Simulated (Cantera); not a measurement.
Input: 1 mol Cu, 1.3 mol H2O, 1.1 mol CO, equilibrated at 0.133 bar.

Cantera equilibrium calculation (NASA polynomials, part measured and part estimated; ideal gas, pure solids and liquids). Candidate condensed phases: C, C6H6, C7H8, C8H18, Cu, CuO, Cu(OH)2, Cu2O, H2O; 113 gas species. Equilibrium is a limit: real reactors are often held back by kinetics, nucleation or transport.

log p: log10 of the partial pressure in bar; n: condensed amount in mol.

```csv
T (°C),log p H2O,log p CO,log p CO2,log p H2,log p Cu,log p H,log p OH,n Cu(s),n Cu(l)
802,-1.41,-1.56,-1.47,-1.47,-9.59,-8.57,-10.93,1.00,0
852,-1.40,-1.54,-1.49,-1.49,-8.87,-8.10,-10.29,1.00,0
902,-1.39,-1.52,-1.51,-1.51,?,?,?,1.00,0
952,-1.37,-1.51,-1.52,-1.52,?,?,?,1.00,0
1002,-1.36,-1.49,-1.54,-1.54,-7.06,-6.90,-8.66,1.000,0
1052,-1.35,-1.48,-1.55,-1.55,-6.55,-6.56,-8.20,1.000,0
1102,-1.35,-1.47,-1.57,-1.57,-6.08,-6.25,-7.77,0,1.000
1152,-1.34,-1.46,-1.58,-1.58,-5.66,-5.96,-7.38,0,1.000
1202,-1.33,-1.45,-1.59,-1.59,-5.27,-5.68,-7.01,0,1.000
1252,-1.33,-1.44,-1.60,-1.60,-4.91,-5.43,-6.66,0,1.000
```

### Question
What belongs in the gaps?

### Answer

- 902, log p Cu: -8.22
- 902, log p H: -7.67
- 902, log p OH: -9.70
- 952, log p Cu: -7.62
- 952, log p H: -7.27
- 952, log p OH: -9.16
